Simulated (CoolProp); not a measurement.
Tetrahydrofuran at several states: density (kg/m³) from the reference equation and from simpler models built on Tc = 540.2 K, pc = 5.304 MPa, ω = 0.234; each cubic takes its own stable root.

Model: reference Helmholtz-energy equation of state, Fiedler 2023, in CoolProp.

```tsv
T (K)	p (MPa)	phase	reference	Redlich-Kwong	Peng-Robinson
327.9	0.439	liquid	849.0	769.0	892.2
496.2	8.06	liquid	636.2	549.0	634.8
349.8	0.0352	gas	0.8804	0.8793	0.8803
547.4	0.559	gas	9.178	9.180	9.216
224.8	0.0232	liquid	960.5	868.9	986.0
```
